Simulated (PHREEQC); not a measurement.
Consider water at 20 °C with 0.12 mol/kgw NiSO4, 0.00022 mol/kgw ZnCl2, 0.0025 mol/kgw NaH2PO4 and 0.23 mol/kgw Na2SO4. Closed to the air; pH follows from the charge balance.

The numbers come from PHREEQC with the ion-association model, wateq4f.dat.

### Question
The ionic strength comes out as 0.719 mol/kgw. What activity coefficients do Zn(SO4)2-2, Na+, NaHPO4-, Ni(SO4)2-2, NaSO4- get?

### Answer
Zn(SO4)2-2 0.32, Na+ 0.71, NaHPO4- 0.67, Ni(SO4)2-2 0.32, NaSO4- 0.67.

No solid was allowed to form. Examples of supersaturated solids here: Ni3(PO4)2. Others may be too. Ionic strength above about 0.7 mol/kgw puts this run outside the model's range. Species that the database lacks are ignored. H3PO4, which wateq4f.dat lacks, is added to it with the constant of phreeqc.dat. The database has no phosphate complexes of Zn, Ni.
